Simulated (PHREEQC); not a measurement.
Solution (20 °C): 0.07 mol/kgw HF, 5e-05 mol/kgw KF and 0.012 mol/kgw HCl. It is in equilibrium with CO2 at log p = -3.5 (atm). Otherwise closed; pH follows from the charge balance.

Equilibrium calculation in PHREEQC: ion-association model, phreeqc.dat.

```tsv
quantity	before	after
pH	1.83	1.34
ionic strength (mol/kgw)	0.0165	0.0537
F- (mol/kgw)	0.00365	0.0126
HF2- (mol/kgw)	0.000868	0.0291
HCO3- (mol/kgw)	3.92e-10	1.35e-10
SI of Sylvite (KCl)	-7.21	-7.28
```

### Question
Which change was made?
A. KF replaced by K2SiO3 at the same molality
B. HCl from 0.012 to 0.0024 mol/kgw
C. diluted 5-fold with water
D. HF from 0.07 to 0.7 mol/kgw
E. 0.012 mol/kgw (CH3)4NCl added

### Answer
D, HF from 0.07 to 0.7 mol/kgw

Precipitation was switched off in this run.
